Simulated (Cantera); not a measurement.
Feed: 1 mol Si₃N₄, 0.046 mol O₂, 21 mol H₂, 0.014 mol N₂O, held at 5.20 bar.

These are equilibrium values from Cantera (NASA tables, ideal gas, pure condensed phases), not measurements of a reactor. Candidate condensed phases: H₂O, Si, SiO₂, Si₂N₂O, Si₃N₄; 35 gas species. Mutual solubility and eutectic melting of coexisting phases are not modelled. Gases not in the tables: Si₂H₆ and higher silanes. Kinetics and transport are ignored.

### Question
At 1923 K, list the 5 most abundant gas species with their mole fractions, and the condensed phases.

### Answer
H₂ 0.988, N₂ 0.0110, H 0.000411, SiO 0.000386, SiH₂ 6.65e-5. Condensed: Si(l) + Si₂N₂O(s) + Si₃N₄(s).
